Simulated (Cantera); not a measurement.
Thermodynamics of silicon nitride deposition, feed SiCl4 + N2 + H2

Charge: 1 mol SiCl4, 6.4 mol N2, a varied amount of H2, held at 21.8 Torr.

Method: chemical equilibrium by Gibbs-energy minimisation in Cantera with the NASA 1993 tables (ideal gas, pure condensed phases). Candidate condensed phases: NH4Cl, Si, Si3N4; 28 gas species. N2 is the only nitrogen source here; it is nearly inert below about 1500 K, so the nitride shown seldom forms there in practice. The tables' values for SiCl3 are old estimates. Rates play no part.

Problem. Map the stable condensed phases over T = 527, 627, 727, 827, 927, 1027, 1127, 1227, 1327, 1427 °C and n(H2) in mol = 0.18, 0.27, 0.4, 0.6, 0.89, 1.3, 2, 2.9, 4.4, 6.5, 9.7, 14, 21.

Solution. 
```
T in °C \ n(H2) in mol
         0.18 0.27  0.4  0.6 0.89  1.3    2  2.9  4.4  6.5  9.7   14   21
   1427     A    A    A    A    A    A    A    A    B    B    B    B    B
   1327     A    A    A    A    A    A    B    B    B    B    B    B    B
   1227     A    A    A    A    B    B    B    B    B    B    B    B    B
   1127     A    B    B    B    B    B    B    B    B    B    B    B    B
   1027     B    B    B    B    B    B    B    B    B    B    B    B    B
    927     B    B    B    B    B    B    B    B    B    B    B    B    B
    827     B    B    B    B    B    B    B    B    B    B    B    B    B
    727     B    B    B    B    B    B    B    B    B    B    B    B    B
    627     B    B    B    B    B    B    B    B    B    B    B    B    B
    527     B    B    B    B    B    B    B    B    B    B    B    B    B
```
A: gas only; B: Si3N4.
